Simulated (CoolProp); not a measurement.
Aqueous sodium chloride as a coolant, 13 % by mass, freezing at -9.0 °C, 1 atm.

Model: Melinder's fits for secondary coolants, in CoolProp.

```tsv
T (°C)	density (kg/m³)	viscosity (mPa s)	conductivity (W/(m K))	Prandtl number
-3.4	1101	2.48	0.548	16.1
3.7	1099	1.98	0.560	12.7
10.8	1097	1.61	0.571	___
17.9	1094	___	0.582	8.32
25	1091	___	0.594	6.94
32.1	1088	0.986	0.605	5.92
```

Complete the blanks.


- 10.8, Prandtl number: 10.2
- 17.9, viscosity (mPa s): 1.34
- 25, viscosity (mPa s): 1.14
